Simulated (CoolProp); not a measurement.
Computed with CoolProp (reference Helmholtz-energy equation of state, Lemmon 2006). It is a short technical equation, of lower accuracy than the large ones.

### Question
Give the vapour pressure (kPa), liquid density (kg/m³), liquid cp (kJ/(kg K)), vapour Z of saturated nitrous oxide at 235, 248.2 K.

### Answer
| T (K) | p (kPa) | liquid density (kg/m³) | liquid cp (kJ/(kg K)) | vapour Z |
|---|---|---|---|---|
| 235 | 1000 | 1070 | 1.85 | 0.869 |
| 248.2 | 1550 | 1020 | 1.94 | 0.824 |
